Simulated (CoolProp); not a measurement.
Vapour-liquid equilibrium of benzene (1) + ethylbenzene (2) at 489.7 K; x and y are mole fractions of (1).

The numbers come from the multi-fluid Helmholtz-energy mixture model, Thol 2012 and Zhou 2012; pair parameters Bell 2016 in CoolProp.

Give the bubble pressure and the first vapour's composition at x = 0.45, 0.65, 0.85. Is there an azeotrope?

x = 0.45: 1.070 MPa, y = 0.663; x = 0.65: 1.331 MPa, y = 0.819; x = 0.85: 1.622 MPa, y = 0.934. No azeotrope shows between x = 0.05 and 0.95.

The pair parameters rest on a limited set of measurements; away from them the model extrapolates.
